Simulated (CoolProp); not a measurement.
The numbers come from the reference Helmholtz-energy equation of state, Penoncello 2003 in CoolProp.

**Question.** For CHF3 (R23), give the phase and the density (kg/m³) at 283 K and 4.48 MPa; 305.5 K and 4.48 MPa; 320.5 K and 4.48 MPa.

**Answer.** 
- 283 K and 4.48 MPa: liquid; density 985
- 305.5 K and 4.48 MPa: gas; density 216
- 320.5 K and 4.48 MPa: gas; density 173
